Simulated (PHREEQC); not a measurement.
**Polishing slurry liquid**

Solution (20 °C): 0.036 mol KOH and 0.0117 mol Al(NO3)3 per kg of water. Closed to the air; pH follows from the charge balance.

The numbers come from PHREEQC with the ion-association model, phreeqc.dat.

| Property | Result |
|---|---|
| pH | 6.46 |
| ionic strength | 0.0418 mol/kgw |
| total alkalinity | 36.0 meq/kg |

| species | molality | activity | log γ |
|---|---|---|---|
| K+ | 0.0360 | 0.0297 | -0.083 |
| NO3- | 0.0351 | 0.0288 | -0.086 |
| Al(OH)4- | 0.00609 | 0.00507 | -0.079 |
| Al(OH)2+ | 0.00410 | 0.00344 | -0.076 |
| Al(OH)3 | 0.000986 | 0.000995 | 0.004 |
| AlOH+2 | 0.000482 | 0.000239 | -0.304 |
| Al+3 | 4.43e-5 | 1.16e-5 | -0.581 |
| H+ | 4.03e-7 | 3.47e-7 | -0.065 |
| OH- | 2.39e-8 | 1.97e-8 | -0.084 |

Precipitation was switched off in this run. Examples of supersaturated solids here: Al(OH)3(a), Gibbsite (slow to form). Others may be too. Species that the database lacks are ignored.
